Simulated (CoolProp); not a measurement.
Propylene at 298.15 K and 3.23 MPa flows at 0.63 m/s in a round tube of 6 mm bore and 45 µm roughness, fully developed (64/Re and Nu = 3.66 if laminar; Colebrook and Gnielinski if turbulent). Each further row changes one setting.

Model: reference Helmholtz-energy equation of state, Lemmon 2013, in CoolProp.

| case | Reynolds number | Darcy friction factor | pressure drop (Pa/m) | heat-transfer coefficient (W/(m² K)) | mass flow (kg/h) |
|---|---|---|---|---|---|
| as stated | 19600 | (withheld) | 642 | (withheld) | 32.9 |
| velocity 1.26 m/s | 39300 | (withheld) | 2460 | (withheld) | (withheld) |
| diameter 12 mm | 39300 | 0.0306 | 259 | (withheld) | 132 |

Question: Fill in the missing entries.

Answer: 
- as stated, Darcy friction factor: 0.0378
- as stated, heat-transfer coefficient (W/(m² K)): 2310
- velocity 1.26 m/s, Darcy friction factor: 0.0362
- velocity 1.26 m/s, heat-transfer coefficient (W/(m² K)): 4590
- velocity 1.26 m/s, mass flow (kg/h): 65.8
- diameter 12 mm, heat-transfer coefficient (W/(m² K)): 2000

Viscosity comes from a separate model (Huber 2003), an estimate that may be off by 10 % or more. Thermal conductivity comes from a separate model (Huber 2003), an estimate that may be off by 10 % or more.
